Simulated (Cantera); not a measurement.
An adiabatic, constant-pressure homogeneous reactor starts with CH4 : O2 : N2 = 1 : 1.18 : 4.42 (molar parts), at 1725 K and 3980 Torr.

Cantera simulation using GRI-Mech 3.0 (53 species, 325 reactions); the numbers are that mechanism's predictions, not measurements.

Predict: time of steepest temperature rise; temperature at 0.100 s; equilibrium temperature; x(O2) at 0.100 s; x(H2O) at 0.100 s; x(HCO) at 0.100 s; x(CO2) at 0.100 s.


| Property | Result |
|---|---|
| time of steepest temperature rise | 54.1 µs |
| temperature at 0.100 s | 2852 K |
| equilibrium temperature | 2852 K |
| x(O2) at 0.100 s | 0.000273 (gas-phase equilibrium 0.000273) |
| x(H2O) at 0.100 s | 0.151 (gas-phase equilibrium 0.151) |
| x(HCO) at 0.100 s | 7.35e-7 (gas-phase equilibrium 7.35e-7) |
| x(CO2) at 0.100 s | 0.0223 (gas-phase equilibrium 0.0223) |
